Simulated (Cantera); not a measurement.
A freely propagating, adiabatic, planar premixed flame of 54.1 % H₂, 9.68 % O₂, 36.3 % N₂, unburnt at 375 K and 0.200 bar; mixture-averaged transport, grid criteria slope 0.08 and curve 0.16, no radiation.

Model: the H2/O2 subset of GRI-Mech 3.0, which has no nitrogen chemistry, integrated in Cantera. Burning velocities carry a grid error of a few per cent, more on coarse grids.

**Question.** Predict: laminar burning velocity; thermal thickness; peak x(H); peak x(OH); peak x(O).

**Answer.** 
```
Property                     Value
------------------------  --------
laminar burning velocity  307 cm/s
thermal thickness          3.33 mm
peak x(H)                   0.0845
peak x(OH)                 0.00105
peak x(O)                  0.00179
```
